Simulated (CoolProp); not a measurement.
R152A along the isobar 19400 kPa: fugacity coefficient from the reference equation and from simpler models built on Tc = 386.4 K, pc = 4517 kPa, ω = 0.275; each cubic takes its own stable root.

The numbers come from the reference Helmholtz-energy equation of state, Outcalt 1996 in CoolProp. It is a modified Benedict-Webb-Rubin equation, recast in Helmholtz form.

| T (K) | phase | reference | van der Waals | Soave-Redlich-Kwong |
|---|---|---|---|---|
| 273.4 | liquid | 0.02237 | [?] | 0.02546 |
| 286 | liquid | [?] | 0.1300 | 0.03784 |
| 298.7 | liquid | 0.04692 | 0.1515 | 0.05398 |
| 311.3 | liquid | 0.06400 | 0.1739 | 0.07393 |
| 323.9 | liquid | [?] | 0.1974 | 0.09794 |
| 336.5 | liquid | 0.1085 | 0.2217 | [?] |
| 349.1 | liquid | 0.1358 | 0.2467 | 0.1579 |
| 361.8 | liquid | 0.1664 | 0.2724 | 0.1936 |
| 374.4 | liquid | 0.1997 | 0.2982 | 0.2321 |
| 387 | supercritical | 0.2353 | 0.3243 | 0.2732 |
| 399.6 | supercritical | 0.2729 | 0.3504 | 0.3160 |
| 412.3 | supercritical | 0.3121 | 0.3768 | 0.3604 |
| 424.9 | supercritical | 0.3519 | 0.4027 | 0.4050 |
| 437.5 | supercritical | 0.3921 | 0.4284 | 0.4494 |
| 450.1 | supercritical | 0.4320 | 0.4537 | 0.4930 |
| 462.8 | supercritical | 0.4715 | 0.4788 | 0.5357 |

**Question.** What belongs in the gaps?

**Answer.** 
- 273.4, van der Waals: 0.1100
- 286, reference: 0.03305
- 323.9, reference: 0.08451
- 336.5, Soave-Redlich-Kwong: 0.1260
